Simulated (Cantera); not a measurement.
Input: 1 mol HMDSO, 4.1 mol H₂O, 18 mol H₂, 0.36 mol O₃, equilibrated at 252 °C and 14.0 Pa.

Equilibrium computed with Cantera from the NASA thermochemical tables; the gas is ideal and each condensed phase is pure. Candidate condensed phases: C, C₆H₆, C₇H₈, C₈H₁₈, H₂O, Si, SiC, SiO₂; 123 gas species. The feed counts by its element totals alone. The numbers say what is thermodynamically allowed, not how fast it happens.

Base state: H₂ 0.832, CH₄ 0.0959, H₂O 0.0673, CO₂ 0.00426, CO 0.000605 (mole fractions); condensed: C(graphite) + SiO₂(α-quartz).

Problem. What changes in the equilibrium state with this change: temperature from 252 °C to 827 °C?

Solution. 
```tsv
species	before	after
H₂	0.832	0.934
CO	0.000605	0.0655
CH₄	0.0959	4.39e-6
H₂O	0.0673	7.67e-7
CO₂	0.00426	5.30e-8
C(graphite), mol	3.13	3.82
SiO₂(α-quartz), mol	2.00	0
SiO₂(β-quartz), mol	0	2.00
```

Problem. What changes in the equilibrium state with this change: O₃ from 0.36 to 0.05 mol?

Solution. 
```csv
species,before,after
H₂,0.832,0.856
CH₄,0.0959,0.101
H₂O,0.0673,0.0409
CO₂,0.00426,0.00148
CO,0.000605,0.000357
"C(graphite), mol",3.13,3.08
"SiO₂(α-quartz), mol",2.00,2.00
```

Problem. What changes in the equilibrium state with this change: HMDSO replaced by SiH₄?

Solution. 
```
species                before  after
-------------------  --------  -----
H₂                      0.832  0.868
H₂O                    0.0673  0.132
CH₄                    0.0959      0
CO₂                   0.00426      0
CO                   0.000605      0
C(graphite), mol         3.13      0
SiO₂(α-quartz), mol      2.00   1.00
```
